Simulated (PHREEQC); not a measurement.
Solution (10 °C): 0.42 mmol/kgw H2SO4, 0.0146 mmol/kgw K2SO4 and 9.6 mmol/kgw CuSO4. Closed to the air; pH follows from the charge balance.

The numbers come from PHREEQC with the ion-association model, phreeqc.dat.

Precipitation was switched off in this run.

Q: Order these S species by the share of S that they hold, largest first: CuSO4, HSO4-, SO4-2.

A: SO4-2 (71 %), CuSO4 (27 %), HSO4- (1.9 %)

The pH is 3.24 and the ionic strength 0.0285 mol/kgw. Away from 25 °C the constants follow the database's enthalpies or fits; those with neither stay at their 25 °C values.
